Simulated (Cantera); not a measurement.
Adiabatic ignition

An adiabatic, constant-pressure homogeneous reactor starts with 15.0 % CH₃OH, 15.0 % O₂, 56.5 % N₂, 13.5 % CO₂, at 1600 K and 490000 Pa.

Computed with Cantera and GRI-Mech 3.0 (53 species, 325 reactions). GRI-Mech 3.0 was tuned for natural gas; its chemistry of methanol as a main component is partial and can be far from experiment.

```tsv
t (s)	T (K)	x CH₃OH	x O₂	x CO₂	x O	x CH₂	x C₂H₄	x CH₄
3.00e-6	1600	0.149	0.150	0.135	9.40e-8	3.53e-7	9.77e-8	5.57e-5
1.02e-5	1608	0.141	0.145	0.134	3.63e-7	3.86e-7	3.22e-7	0.000181
3.44e-5	2530	<1e-12	0.00823	0.125	0.00280	<1e-12	<1e-12	<1e-12
0.000116	2684	<1e-12	0.00275	0.135	0.000828	<1e-12	<1e-12	<1e-12
0.000393	2685	<1e-12	0.00259	0.135	0.000783	<1e-12	<1e-12	<1e-12
0.00133	2680	<1e-12	0.00245	0.135	0.000746	<1e-12	<1e-12	<1e-12
0.00451	2677	<1e-12	0.00234	0.134	0.000720	<1e-12	<1e-12	<1e-12
0.0152	2677	<1e-12	0.00234	0.134	0.000719	<1e-12	<1e-12	<1e-12
0.0516	2677	<1e-12	0.00234	0.134	0.000719	<1e-12	<1e-12	<1e-12
0.175	2677	<1e-12	0.00234	0.134	0.000719	<1e-12	<1e-12	<1e-12
0.591	2677	<1e-12	0.00234	0.134	0.000719	<1e-12	<1e-12	<1e-12
2.00	2677	<1e-12	0.00234	0.134	0.000719	<1e-12	<1e-12	<1e-12
```
x: mole fraction; the columns are a selection and need not sum to one.

```json
{
  "time_of_steepest_temperature_rise": "21.6 µs",
  "temperature at 2.00 s": "2677 K",
  "equilibrium_temperature": "2677 K",
  "x(CH₃OH) at 2.00 s": "<1e-12 (gas-phase equilibrium <1e-12)",
  "x(O₂) at 2.00 s": "0.00234 (gas-phase equilibrium 0.00234)",
  "x(CO₂) at 2.00 s": "0.134 (gas-phase equilibrium 0.134)"
}
```
